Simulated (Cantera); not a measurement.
Thermodynamics of fluorocarbon and chlorocarbon gases, feed CH3F + H2

Feed: 1 mol CH3F, 2.6 mol H2, equilibrated at 6.00 mbar.

These are equilibrium values from Cantera (NASA tables, ideal gas, pure condensed phases), not measurements of a reactor. Candidate condensed phases: C, C6H6, C7H8, C8H18; 95 gas species. Kinetics and transport are ignored.

| T (°C) | x H2 | x H | x HF | x C2H2 (acetylene) | x C2H | x F | x C3 | x C | n C(graphite) |
|---|---|---|---|---|---|---|---|---|---|
| 1002 | 0.783 | 8.42e-6 | 0.217 | 3.01e-7 | <1e-12 | 9.53e-12 | <1e-12 | <1e-12 | 1.000 |
| 1102 | 0.783 | 3.91e-5 | 0.217 | 1.39e-6 | <1e-12 | 1.12e-10 | <1e-12 | <1e-12 | 1.000 |
| 1202 | 0.782 | 0.000148 | 0.217 | 5.22e-6 | 1.59e-12 | 9.41e-10 | <1e-12 | <1e-12 | 1.000 |
| 1302 | 0.782 | 0.000474 | 0.217 | 1.65e-5 | 2.93e-11 | 6.06e-9 | <1e-12 | <1e-12 | 1.000 |
| 1402 | 0.781 | 0.00133 | 0.217 | 4.54e-5 | 3.81e-10 | 3.13e-8 | <1e-12 | 1.18e-12 | 1.000 |
| 1502 | 0.780 | 0.00330 | 0.217 | 0.000111 | 3.70e-9 | 1.35e-7 | 8.79e-12 | 2.14e-11 | 0.999 |
| 1602 | 0.776 | 0.00745 | 0.217 | 0.000246 | 2.81e-8 | 4.98e-7 | 1.72e-10 | 2.87e-10 | 0.998 |
| 1702 | 0.768 | 0.0155 | 0.216 | 0.000499 | 1.73e-7 | 1.61e-6 | 2.48e-9 | 2.94e-9 | 0.995 |
| 1802 | 0.755 | 0.0299 | 0.214 | 0.000937 | 8.87e-7 | 4.67e-6 | 2.74e-8 | 2.41e-8 | 0.991 |
| 1902 | 0.733 | 0.0540 | 0.212 | 0.00164 | 3.89e-6 | 1.23e-5 | 2.41e-7 | 1.62e-7 | 0.984 |
| 2002 | 0.698 | 0.0916 | 0.207 | 0.00266 | 1.48e-5 | 2.99e-5 | 1.75e-6 | 9.24e-7 | 0.974 |
| 2102 | 0.648 | 0.147 | 0.201 | 0.00402 | 4.94e-5 | 6.76e-5 | 1.07e-5 | 4.54e-6 | 0.959 |
| 2202 | 0.580 | 0.221 | 0.193 | 0.00564 | 0.000146 | 0.000144 | 5.59e-5 | 1.96e-5 | 0.939 |
| 2302 | 0.494 | 0.314 | 0.183 | 0.00727 | 0.000387 | 0.000294 | 0.000257 | 7.55e-5 | 0.910 |
x: gas mole fraction; n: condensed amount in mol.

From 1002 °C to 2302 °C the condensed part is C(graphite). The main C-bearing gas is CH4 at 1002 °C and C2H2 (acetylene) at 2302 °C.
